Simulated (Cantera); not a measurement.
An adiabatic, constant-volume homogeneous reactor starts with CH4 : H2 : O2 : N2 = 1 : 0.16 : 4.24 : 12 (molar parts), equivalence ratio 0.49, at 1225 K and 4.93 atm.

Cantera simulation using GRI-Mech 3.0 (53 species, 325 reactions); the numbers are that mechanism's predictions, not measurements.

### Question
Predict: time of steepest temperature rise; temperature at 4.00 s; equilibrium temperature; x(H2) at 4.00 s; x(O2) at 4.00 s; x(H2O2) at 4.00 s; x(NO2) at 4.00 s.

### Answer
time of steepest temperature rise: 1.06 ms
temperature at 4.00 s: 2624 K
equilibrium temperature: 2624 K
x(H2) at 4.00 s: 0.00113 (gas-phase equilibrium 0.00113)
x(O2) at 4.00 s: 0.113 (gas-phase equilibrium 0.113)
x(H2O2) at 4.00 s: 1.17e-6 (gas-phase equilibrium 1.17e-6)
x(NO2) at 4.00 s: 3.63e-5 (gas-phase equilibrium 3.63e-5)
